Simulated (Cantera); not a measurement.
A closed system holds: 1 mol Fe, 2.8 mol H2S, 10 mol N2, held at 1.00 bar.

Method: chemical equilibrium by Gibbs-energy minimisation in Cantera with the NASA 1993 tables (ideal gas, pure condensed phases). Candidate condensed phases: Fe, FeS, FeS2, S; 16 gas species. FeS: taken at fixed stoichiometry. Gases not in the tables: S3 to S7. Rates play no part.

### Question
Which condensed phases are stable at each of these points (T (K)): 1073, 1173, 1273, 1373, 1473, 1573, 1673, 1773, 1873, 1973?

### Answer
| T (K) | condensed phases | Fe condensed (%) |
|---|---|---|
| 1073 | FeS(s) | 100.0 |
| 1173 | FeS(s) | 100.0 |
| 1273 | FeS(s) | 100.0 |
| 1373 | FeS(s) | 100.0 |
| 1473 | FeS(l) | 100.0 |
| 1573 | FeS(l) | 100.0 |
| 1673 | FeS(l) | 100.0 |
| 1773 | FeS(l) | 100.0 |
| 1873 | FeS(l) | 100.0 |
| 1973 | FeS(l) | 99.9 |

From 1073 K to 1373 K the condensed part is FeS(s). From 1473 K to 1973 K the condensed part is FeS(l).
